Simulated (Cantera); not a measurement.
Input: 1 mol SiHCl3, 1 mol N2, 22 mol NH3, held at 0.0593 Torr.

Cantera equilibrium calculation (NASA polynomials, part measured and part estimated; ideal gas, pure solids and liquids). Candidate condensed phases: NH4Cl, Si, Si3N4; 28 gas species. The tables' values for SiCl, SiN are old estimates; treat these amounts as uncertain. Equilibrium is a limit: real reactors are often held back by kinetics, nucleation or transport.

Q: At 1648 K, list the 6 most abundant gas species with their mole fractions, and the condensed phases.

A: H2 0.681, N2 0.253, HCl 0.0431, SiCl2 0.00970, H 0.00827, Si 0.00326. Condensed: Si(s).
